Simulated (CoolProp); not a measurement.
Vapour-liquid equilibrium of CHF3 (R23) (1) + R125 (2) at 0.533 MPa; x and y are mole fractions of (1).

Model: multi-fluid Helmholtz-energy mixture model, Penoncello 2003 and Lemmon 2005; pair parameters Bell 2016, in CoolProp.

Question: Give the bubble temperature and the first vapour's composition at x = 0.05, 0.35, 0.5. Is there an azeotrope?

Answer: x = 0.05: -10.4 °C, y = 0.137; x = 0.35: -27.1 °C, y = 0.658; x = 0.5: -33.4 °C, y = 0.790. No azeotrope shows between x = 0.05 and 0.95.

Pair parameters are fitted to limited data, so mixtures are less certain than the pure fluids.
